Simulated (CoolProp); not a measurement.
The fluid at 308.5 K and 2.16 MPa is compressed adiabatically to 13.8 MPa with isentropic efficiency 0.8. The same conditions are run with several fluids, on thermodynamics alone (safety and materials aside).

Model: reference Helmholtz-energy equation of state of each fluid (oxygen: Schmidt 1985; ethane: Bücker 2006; R13: Platzer 1990; methane: Setzmann 1991; CF4 (R14): Platzer 1990), in CoolProp. The equations of Platzer and Polt are older, rougher fits.

**Question.** Rank oxygen, ethane, R13, methane, CF4 (R14) by work (kJ/kg), highest first.

**Answer.** methane (451), oxygen (246), ethane (181), CF4 (R14) (71.8), R13 (47.9)

| fluid | final temperature (K) | final density (kg/m³) |
|---|---|---|
| oxygen | 566.9 | 90.3 |
| ethane | 440.3 | 146 |
| R13 | 422.4 | 538 |
| methane | 494.8 | 53.1 |
| CF4 (R14) | 421.3 | 358 |

Above 300 K oxygen's equation is extrapolated.
